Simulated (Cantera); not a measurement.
Feed: 1 mol Pb, 1.2 mol H₂S, 56 mol N₂, at 1900 K.

Method: chemical equilibrium by Gibbs-energy minimisation in Cantera with the NASA 1993 tables (ideal gas, pure condensed phases). Candidate condensed phases: Pb, PbS, S; 18 gas species. Equilibrium is a limit: real reactors are often held back by kinetics, nucleation or transport.

x: gas mole fraction; nothing condenses.

```tsv
P (Pa)	x N₂	x H₂	x Pb	x PbS	x S	x H	x S₂
10	0.943	0.0151	0.0165	0.000288	0.0106	0.00975	0.00442
41	0.947	0.0174	0.0162	…	…	…	…
160	0.950	0.0186	0.0156	0.00140	0.00343	0.00271	0.00740
670	0.952	0.0193	0.0143	0.00268	0.00170	0.00135	0.00761
2700	0.954	0.0196	0.0125	0.00453	0.000819	0.000675	0.00710
11000	0.956	0.0196	0.0102	0.00689	0.000376	0.000335	0.00609
45000	0.957	0.0194	0.00769	0.00940	0.000166	0.000165	0.00484
180000	0.958	0.0191	…	…	…	…	…
740000	0.960	0.0184	0.00380	0.0133	2.90e-5	3.96e-5	0.00244
3000000	0.961	0.0175	0.00265	0.0145	1.11e-5	1.92e-5	0.00145
```

Complete the blanks.


- 41, x PbS: 0.000686
- 41, x S: 0.00629
- 41, x H: 0.00517
- 41, x S₂: 0.00635
- 180000, x Pb: 0.00551
- 180000, x PbS: 0.0116
- 180000, x S: 7.13e-5
- 180000, x H: 8.17e-5
- 180000, x S₂: 0.00359
